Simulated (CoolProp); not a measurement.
c-C4F8 (RC318) at several states: density (kg/m³) from the reference equation and from simpler models built on Tc = 388.4 K, pc = 2778 kPa, ω = 0.355; each cubic takes its own stable root.

The numbers come from the reference Helmholtz-energy equation of state, Platzer 1990 in CoolProp. This equation is an older, rougher fit; its heat capacities, sound speeds and derivatives of the liquid may be far off and weren't checked against measurements.

| T (K) | p (kPa) | phase | reference | van der Waals | Soave-Redlich-Kwong |
|---|---|---|---|---|---|
| 352.9 | 4160 | liquid | 1287 | 854.7 | 1179 |
| 436.9 | 229 | gas | 12.84 | 12.85 | 12.85 |
| 434.9 | 13700 | supercritical | 1085 | 883.5 | 1025 |
| 467.4 | 10300 | supercritical | 828.0 | 765.2 | 759.6 |
| 393.8 | 387 | gas | 24.76 | 24.66 | 24.80 |
